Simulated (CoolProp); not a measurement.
A simple Rankine cycle with n-perfluorohexane: condensing at 324.15 K, boiler at 1.07 MPa, turbine inlet 424.9 K, turbine efficiency 0.6, pump efficiency 0.8, no recuperator. Each further row changes one setting.

Values from CoolProp's reference Helmholtz-energy equation of state, Gao 2022.

| case | thermal efficiency (%) | net work (kJ/kg) | heat in (kJ/kg) | turbine exit temperature (K) | volume ratio over the turbine |
|---|---|---|---|---|---|
| as stated | 7.6 | 12.6 | 165 | ___ | 18.7 |
| turbine inlet 444.9 K | 7.3 | ___ | 188 | 419.5 | 16.6 |
| condensing temperature 316.15 K | 8.2 | 14.2 | 174 | 395.1 | 25.1 |
| boiler pressure 0.749 MPa | 6.8 | ___ | 172 | 404.6 | 10.9 |
| turbine efficiency 0.5 | 6.3 | 10.4 | 165 | 399.3 | 18.9 |

Question: Complete the blanks.

Answer: 
- as stated, turbine exit temperature (K): 397.0
- turbine inlet 444.9 K, net work (kJ/kg): 13.7
- boiler pressure 0.749 MPa, net work (kJ/kg): 11.6
